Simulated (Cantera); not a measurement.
An isothermal, constant-pressure homogeneous reactor starts with CH3OH : O2 : N2 : CH4 = 0.0037 : 0.0045 : 1 : 0.0069 (molar parts), equivalence ratio 4.3, at 1125 K and 7.90 bar.

Cantera simulation using GRI-Mech 3.0 (53 species, 325 reactions); the numbers are that mechanism's predictions, not measurements. GRI-Mech 3.0 was tuned for natural gas; its chemistry of methanol as a main component is partial and can be far from experiment.

One state of this run: x CH3OH = 0.00106; x O2 = 0.00251; x NO = 4.26e-12; x CH2CO = 2.24e-7; x HCN = 6.70e-12; x HCO = 1.31e-7. x: mole fraction; the columns are a selection and need not sum to one.

**Question.** Which value of t (s) does it belong to?
A. 0.0149
B. 2.46e-5
C. 0.000122
D. 1.81

**Answer.** A, 0.0149
